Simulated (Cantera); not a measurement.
A perfectly stirred reactor is fed with 47.9 % H2, 34.2 % O2, 17.8 % N2, at 100000 Pa; it is held at 1225 K, and followed from long to short residence time.

Cantera simulation using the H2/O2 subset of GRI-Mech 3.0, which has no nitrogen chemistry; the numbers are that mechanism's predictions, not measurements. The temperature is held fixed by assumption; the heat of reaction is taken as removed at once.

x: mole fraction; the columns are a selection and need not sum to one.

```
τ (s)        x H2   x O2       x O  x OH  x H2O
-------  --------  -----  --------  ----  -----
22       0.000115  0.135   1.28e-7     ?  0.630
5.6      0.000346  0.135   4.12e-7     ?  0.630
1.5      0.000887  0.135   1.32e-6     ?  0.629
0.39      0.00214  0.136   4.25e-6     ?  0.628
0.10      0.00492  0.137   1.30e-5     ?  0.624
0.027     0.00988  0.139   3.57e-5     ?  0.617
0.0070     0.0171  0.142  0.000102     ?  0.608
0.0019     0.0264  0.146  0.000282     ?  0.595
0.00049    0.0431  0.153  0.000755     ?  0.572
```

Complete the blanks.


- 22, x OH: 1.27e-5
- 5.6, x OH: 1.65e-5
- 1.5, x OH: 2.37e-5
- 0.39, x OH: 3.71e-5
- 0.10, x OH: 6.15e-5
- 0.027, x OH: 0.000110
- 0.0070, x OH: 0.000236
- 0.0019, x OH: 0.000545
- 0.00049, x OH: 0.00123
